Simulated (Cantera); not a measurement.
Charge: 1 mol FeCl₂, 7.5 mol H₂O, 0.18 mol H₂, held at 750 Torr.

These are equilibrium values from Cantera (NASA tables, ideal gas, pure condensed phases), not measurements of a reactor. Candidate condensed phases: Fe, FeCl₂, FeCl₃, FeO, Fe(OH)₂, Fe(OH)₃, Fe₂O₃, Fe₃O₄, H₂O; 22 gas species. The tables' stoichiometric FeO is somewhat more stable than real wüstite, so its field is too wide. FeO: taken at fixed stoichiometry. Equilibrium is a limit: real reactors are often held back by kinetics, nucleation or transport.

Q: What share of the Fe ends up in condensed phases as a function of T (K), at 1400, 1450, 1500, 1550, 1600, 1650, 1700, 1750, 1800, 1850?

A: 
```tsv
T (K)	Fe condensed (%)	as
1400	88.9	FeO(s)
1450	87.4	FeO(s)
1500	86.0	FeO(s)
1550	84.5	FeO(s)
1600	83.1	FeO(s)
1650	81.8	FeO(l)
1700	81.1	FeO(l)
1750	80.5	FeO(l)
1800	80.0	FeO(l)
1850	79.4	FeO(l)
```
